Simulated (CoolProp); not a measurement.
Vapour-liquid equilibrium of R143a (1) + R1234yf (2) at 26.7 kPa; x and y are mole fractions of (1).

Values from CoolProp's multi-fluid Helmholtz-energy mixture model, Lemmon and Jacobsen 2000 and Lemmon 2022; pair parameters Bell 2016.

**Question.** Give the bubble temperature and the first vapour's composition at x = 0.05, 0.575, 0.8. Is there an azeotrope?

**Answer.** x = 0.05: 215.7 K, y = 0.127; x = 0.575: 205.9 K, y = 0.773; x = 0.8: 203.3 K, y = 0.906. No azeotrope shows between x = 0.05 and 0.95.

The pair parameters rest on a limited set of measurements; away from them the model extrapolates.
